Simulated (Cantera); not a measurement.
Cantera run, input and output.

```python
import numpy as np
import cantera as ct

gas = ct.Solution("gri30.yaml")
gas.TPX = 2450, 29000, {'CH4': 0.044, 'H2': 1, 'H': 0.0037}
inlet = ct.Reservoir(gas, clone=True)

reactor = ct.IdealGasConstPressureReactor(gas, energy="off", clone=False)
exhaust = ct.Reservoir(gas, clone=True)
tau = [0.47, 0.29, 0.18, 0.11, 0.066, 0.04, 0.025, 0.015, 0.0092][0]
for a, b in ((inlet, reactor), (reactor, exhaust)):
    ct.MassFlowController(a, b, mdot=lambda t: reactor.mass / tau)
net = ct.ReactorNet([reactor])
show = ['CH4', 'H2', 'H', 'C2H4', 'C2H', 'CH2']

rows = []
print(f"{'tau/s':>10s}{'T/K':>9s}" + "".join(f"{s:>11s}" for s in show))
for tau in [0.47, 0.29, 0.18, 0.11, 0.066, 0.04, 0.025, 0.015, 0.0092]:
    net.initial_time = 0.0
    net.advance(30 * tau)
    before = gas.X
    net.advance(40 * tau)
    drift = np.max(np.abs(gas.X - before) / (gas.X + 1e-9))
    rows.append([gas.T, *gas[show].X, drift])
    print(f"{tau:10.3e}{gas.T:9.1f}" + "".join(f"{x:11.3e}" for x in gas[show].X))
```

Result:

```
     tau/s      T/K        CH4         H2          H       C2H4        C2H        CH2
 4.700e-01   2450.0  1.319e-04  9.439e-01  3.620e-02  4.731e-06  4.846e-05  5.543e-06
 2.900e-01   2450.0  1.612e-04  9.440e-01  3.604e-02  4.765e-06  4.817e-05  6.693e-06
 1.800e-01   2450.0  2.005e-04  9.442e-01  3.580e-02  4.818e-06  4.777e-05  8.182e-06
 1.100e-01   2450.0  2.554e-04  9.445e-01  3.544e-02  4.907e-06  4.717e-05  1.017e-05
 6.600e-02   2450.0  3.339e-04  9.450e-01  3.491e-02  5.057e-06  4.631e-05  1.282e-05
 4.000e-02   2450.0  4.407e-04  9.456e-01  3.420e-02  5.298e-06  4.515e-05  1.611e-05
 2.500e-02   2450.0  5.797e-04  9.463e-01  3.333e-02  5.660e-06  4.375e-05  1.994e-05
 1.500e-02   2450.0  7.924e-04  9.473e-01  3.216e-02  6.305e-06  4.185e-05  2.505e-05
 9.200e-03   2450.0  1.083e-03  9.484e-01  3.084e-02  7.332e-06  3.966e-05  3.099e-05
```

Computed with Cantera and GRI-Mech 3.0 (53 species, 325 reactions). GRI-Mech 3.0 stops at C3 and has no aromatics, soot or wall deposition, so with more carbon than oxygen in the feed, carbon stays in small species such as C2H2 where larger ones or solid carbon would form.
